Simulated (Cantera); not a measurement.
Gas mixture: 13.7 % N2, 86.3 % N2O, at 0.00257 atm, frozen composition.

Cantera's kinetic-theory transport with the Lennard-Jones parameters of GRI-Mech 3.0, ideal gas; thermal conductivity in the mixture-averaged form. The composition is frozen, though it would react at the higher temperatures.

D: mixture-averaged diffusion coefficient of that species in the mixture.

```csv
T (K),ρ (kg/m³),cp (J/kg/K),μ (µPa s),λ (mW/m/K),Pr,D (cm²/s) OH,D (cm²/s) H2O,D (cm²/s) CO2
400,0.00327,977.3,[?],26.4,0.733,165,118,77.8
550,0.00238,1073,[?],37.7,0.734,287,219,140
700,0.00187,1145,[?],48.4,0.735,434,343,215
850,0.00154,1203,[?],58.5,0.737,603,490,302
1000,0.00131,1247,[?],68.0,0.738,793,655,400
1150,0.00114,1277,44.4,77.1,0.735,1000,839,509
1300,0.00101,1303,[?],85.7,0.733,1230,1040,627
```

**Question.** Complete the blanks.

**Answer.** 
- 400, μ (µPa s): 19.8
- 550, μ (µPa s): 25.8
- 700, μ (µPa s): 31.1
- 850, μ (µPa s): 35.8
- 1000, μ (µPa s): 40.3
- 1300, μ (µPa s): 48.2
